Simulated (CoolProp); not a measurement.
A Linde-Hampson liquefier for carbon monoxide: isothermal reversible compression at 250 K from 1 atm to 15 MPa, throttling to 1 atm, return gas leaving the recuperator 5 K below the feed. Each further row changes one setting.

Values from CoolProp's reference Helmholtz-energy equation of state, Lemmon 2006. It is a short technical equation, of lower accuracy than the large ones.

```json
[
 {"case": "as stated", "liquid yield per pass": "0.108", "compression work (kJ/kg of gas)": "363"},
 {"case": "high pressure 30 MPa", "liquid yield per pass": "0.156", "compression work (kJ/kg of gas)": "415"},
 {"case": "warm-end temperature 280 K", "liquid yield per pass": "0.075", "compression work (kJ/kg of gas)": "412"},
 {"case": "warm-end gap 10 K", "liquid yield per pass": "0.096", "compression work (kJ/kg of gas)": "363"}
]
```
